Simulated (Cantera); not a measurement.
An isothermal, constant-pressure homogeneous reactor starts with NH3 : N2 : H2 = 1 : 2.1 : 0.0083 (molar parts), at 2273 K and 0.570 bar.

Computed with Cantera and the gas-phase N/H chemistry of the illustrative SiF4/NH3 mechanism in the Surface Chemkin manual (1991). Walls and surfaces, which speed up NH3 decomposition in real reactors, are not modelled.

x: mole fraction; the columns are a selection and need not sum to one.

```json
[
 {"t (s)": "5.00e-5", "x NH3": "0.319", "x NH2": "0.00209", "x N2": "0.675", "x N2H4": "1.65e-7", "x H": "1.62e-5"},
 {"t (s)": "0.000136", "x NH3": "0.313", "x NH2": "?", "x N2": "0.674", "x N2H4": "?", "x H": "?"},
 {"t (s)": "0.000370", "x NH3": "0.297", "x NH2": "0.00231", "x N2": "0.672", "x N2H4": "2.03e-7", "x H": "8.00e-5"},
 {"t (s)": "0.00100", "x NH3": "0.259", "x NH2": "0.00187", "x N2": "0.667", "x N2H4": "1.32e-7", "x H": "0.000173"},
 {"t (s)": "0.00273", "x NH3": "0.182", "x NH2": "0.00134", "x N2": "0.657", "x N2H4": "6.80e-8", "x H": "0.000380"},
 {"t (s)": "0.00743", "x NH3": "?", "x NH2": "?", "x N2": "0.643", "x N2H4": "?", "x H": "?"},
 {"t (s)": "0.0202", "x NH3": "0.00818", "x NH2": "0.000154", "x N2": "0.633", "x N2H4": "8.93e-10", "x H": "0.00213"},
 {"t (s)": "0.0549", "x NH3": "5.91e-5", "x NH2": "3.38e-6", "x N2": "0.631", "x N2H4": "<1e-12", "x H": "0.00657"},
 {"t (s)": "0.149", "x NH3": "8.49e-6", "x NH2": "4.97e-7", "x N2": "0.631", "x N2H4": "<1e-12", "x H": "0.00674"},
 {"t (s)": "0.406", "x NH3": "2.75e-6", "x NH2": "1.61e-7", "x N2": "0.631", "x N2H4": "<1e-12", "x H": "0.00674"},
 {"t (s)": "1.10", "x NH3": "1.46e-6", "x NH2": "8.57e-8", "x N2": "0.631", "x N2H4": "<1e-12", "x H": "0.00674"},
 {"t (s)": "3.00", "x NH3": "1.34e-6", "x NH2": "7.83e-8", "x N2": "0.631", "x N2H4": "<1e-12", "x H": "0.00674"}
]
```

What belongs in the gaps?


- 0.000136, x NH2: 0.00263
- 0.000136, x N2H4: 2.62e-7
- 0.000136, x H: 3.80e-5
- 0.00743, x NH3: 0.0757
- 0.00743, x NH2: 0.000704
- 0.00743, x N2H4: 1.88e-8
- 0.00743, x H: 0.000832
